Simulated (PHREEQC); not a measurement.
Solution (10 °C): 0.53 mol Na2SO4, 0.55 mol K2SO4 and 3.8 mol KCl per kg of water. Closed to the air; pH follows from the charge balance.

Model: Pitzer model, pitzer.dat, run in PHREEQC.

```
Item                       Result
-------------------  ------------
ionic strength       7.04 mol/kgw
activity of water           0.837
density               1.247 g/cm³
osmotic coefficient         0.913
```

| species | molality | activity | log γ |
|---|---|---|---|
| K+ | 4.90 | 2.32 | -0.325 |
| Cl- | 3.80 | 2.31 | -0.216 |
| SO4-2 | 1.08 | 0.0178 | -1.782 |
| Na+ | 1.06 | 0.571 | -0.268 |
| OH- | 1.22e-7 | 9.86e-8 | -0.094 |
| HSO4- | 1.17e-7 | 2.83e-8 | -0.616 |
| H+ | 5.59e-9 | 2.50e-8 | 0.650 |

Precipitation was switched off in this run. Examples of supersaturated solids here: Arcanite, Glaserite. Others may be too. At this temperature some constants are extrapolated from 25 °C, and those without enthalpy data are left unchanged.
